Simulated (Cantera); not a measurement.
Input: 1 mol CuO, 0.87 mol CH4, 2.1 mol H2, 4.7 mol CO, equilibrated at 1775 °C and 72000 Pa.

Equilibrium computed with Cantera from the NASA thermochemical tables; the gas is ideal and each condensed phase is pure. Candidate condensed phases: C, C6H6, C7H8, C8H18, Cu, CuO, Cu(OH)2, Cu2O, H2O; 113 gas species. Rates play no part.

Base state: CO 0.583, H2 0.393, H2O 0.0104, Cu 0.00925, CO2 0.00325, H 0.00166, Cu2 4.49e-5 (mole fractions); condensed: Cu(l).

Problem. What changes in the equilibrium state with this change: CuO replaced by PbO?

Solution. 
```tsv
species	before	after
CO	0.583	0.532
H2	0.393	0.358
Pb	0	0.0959
H2O	0.0104	0.00950
Cu	0.00925	0
Cu2	4.49e-5	0
Pb2	0	2.94e-5
PbO	0	1.37e-5
CO2	0.00325	0.00296
Cu(l), mol	0.911	0
```
Further candidate phases: Pb, PbO, PbO2, Pb3O4.

Problem. What changes in the equilibrium state with this change: CuO replaced by MgO?

Solution. 
```tsv
species	before	after
CO	0.583	0.541
H2	0.393	0.372
Mg	0	0.0841
H2O	0.0104	0.000183
Cu	0.00925	0
MgH	0	0.000696
Cu2	4.49e-5	0
Cu(l), mol	0.911	0
MgO(s), mol	0	0.127
```
The tables' values for MgH are old estimates; treat these amounts as uncertain. Further candidate phases: Mg, MgCO3, MgO, Mg(OH)2.
